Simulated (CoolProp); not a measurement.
Properties of sulfur hexafluoride along the isobar 1930 kPa (Tc = 318.7 K, pc = 3755 kPa, ω = 0.210).

The numbers come from the reference Helmholtz-energy equation of state, Guder 2009 in CoolProp.

```
T (K)  phase  Joule-Thomson coefficient (K/MPa)  Prandtl number  fugacity coefficient
-----  -----  ---------------------------------  --------------  --------------------
293.4    gas                              15.45           0.997                0.7756
303.4    gas                              12.65           0.917                0.8004
313.4    gas                              10.76           0.878                0.8214
323.4    gas                              9.373           0.854                0.8395
333.3    gas                              8.304           0.837                0.8552
343.3    gas                              7.434           0.823                0.8691
353.3    gas                              6.717           0.812                0.8814
363.2    gas                              6.120           0.803                0.8923
373.2    gas                              5.606           0.795                0.9021
383.2    gas                              5.161           0.787                0.9109
393.2    gas                              4.772           0.781                0.9188
403.1    gas                              4.433           0.775                0.9259
```

Viscosity comes from a separate model (Quiñones-Cisneros 2012). Thermal conductivity comes from a separate model (Assael 2012).
